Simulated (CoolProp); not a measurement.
Computed with CoolProp (reference Helmholtz-energy equation of state, Tillner-Roth 1997).

**Question.** For CH2F2 (R32), give the phase and the cp (kJ/(kg K)), cv (kJ/(kg K)), speed of sound (m/s), isothermal compressibility (1/MPa) at -29.75 °C and 1.24 MPa; 154.05 °C and 1.24 MPa.

**Answer.** 
- -29.75 °C and 1.24 MPa: liquid; cp 1.63, cv 0.934, speed of sound 863, isothermal compressibility 0.00203
- 154.05 °C and 1.24 MPa: gas; cp 1.09, cv 0.891, speed of sound 277, isothermal compressibility 0.842
